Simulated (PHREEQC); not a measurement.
A solution holds 0.029 mol/kgw HF, 0.0001 mol/kgw KF and 0.00096 mol/kgw H4SiO4, at 25 °C. It is in equilibrium with CO2 at log p = -3.4 (atm). Otherwise closed; pH follows from the charge balance.

The numbers come from PHREEQC with the ion-association model, wateq4f.dat.

Precipitation was switched off in this run.

Q: Order these F species by the share of F that they hold, largest first: HF2-, HF, SiF6-2, H2F2, F-.

A: HF (63 %), SiF6-2 (20 %), F- (10.0 %), H2F2 (6.0 %), HF2- (1.4 %)

The pH is 2.34 and the ionic strength 0.00598 mol/kgw. wateq4f.dat counts part of the HF as a dimer, H2F2, which phreeqc.dat doesn't know; its constant is uncertain. SiF6-2 is the database's only silicon fluoride.
